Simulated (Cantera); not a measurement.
Gas-phase reforming

An isothermal, constant-pressure homogeneous reactor starts with CH₄ : H₂O = 1.9 : 1.1 (molar parts), at 1673 K and 0.987 atm.

Model: GRI-Mech 3.0 (53 species, 325 reactions), integrated in Cantera. GRI-Mech 3.0 stops at C3 and has no aromatics, soot or wall deposition, so with more carbon than oxygen in the feed, carbon stays in small species such as C2H2 where larger ones or solid carbon would form.

```json
[
 {"t (s)": "1.00e-5", "x CH₄": "0.633", "x H₂O": "0.367", "x CH₂CO": "<1e-12", "x O₂": "<1e-12", "x H": "6.59e-7", "x OH": "3.53e-7"},
 {"t (s)": "4.76e-5", "x CH₄": "0.632", "x H₂O": "0.366", "x CH₂CO": "3.82e-12", "x O₂": "<1e-12", "x H": "9.73e-7", "x OH": "1.16e-6"},
 {"t (s)": "0.000227", "x CH₄": "0.624", "x H₂O": "0.366", "x CH₂CO": "5.33e-9", "x O₂": "3.38e-12", "x H": "2.44e-6", "x OH": "2.11e-6"},
 {"t (s)": "0.00108", "x CH₄": "0.564", "x H₂O": "0.356", "x CH₂CO": "2.80e-6", "x O₂": "5.00e-11", "x H": "1.19e-5", "x OH": "2.82e-6"},
 {"t (s)": "0.00514", "x CH₄": "0.384", "x H₂O": "0.312", "x CH₂CO": "3.68e-5", "x O₂": "5.80e-11", "x H": "3.32e-5", "x OH": "2.13e-6"},
 {"t (s)": "0.0245", "x CH₄": "0.174", "x H₂O": "0.258", "x CH₂CO": "5.27e-5", "x O₂": "1.55e-11", "x H": "5.97e-5", "x OH": "1.72e-6"},
 {"t (s)": "0.117", "x CH₄": "0.0584", "x H₂O": "0.203", "x CH₂CO": "4.57e-5", "x O₂": "8.03e-12", "x H": "8.32e-5", "x OH": "1.46e-6"},
 {"t (s)": "0.556", "x CH₄": "0.0372", "x H₂O": "0.118", "x CH₂CO": "1.98e-5", "x O₂": "2.80e-12", "x H": "9.17e-5", "x OH": "8.19e-7"},
 {"t (s)": "2.65", "x CH₄": "0.0274", "x H₂O": "0.0313", "x CH₂CO": "3.49e-6", "x O₂": "<1e-12", "x H": "9.64e-5", "x OH": "2.05e-7"},
 {"t (s)": "12.6", "x CH₄": "0.0234", "x H₂O": "0.000723", "x CH₂CO": "4.45e-7", "x O₂": "<1e-12", "x H": "9.81e-5", "x OH": "4.65e-9"},
 {"t (s)": "60.0", "x CH₄": "0.0233", "x H₂O": "2.10e-6", "x CH₂CO": "3.89e-7", "x O₂": "<1e-12", "x H": "9.81e-5", "x OH": "1.35e-11"}
]
```
x: mole fraction; the columns are a selection and need not sum to one.

Equilibrium at this temperature and pressure: CH₄ 0.0233, H₂O 2.12e-6, CH₂CO 3.90e-7, O₂ <1e-12, H 9.81e-5, OH 1.36e-11 (gas phase only).
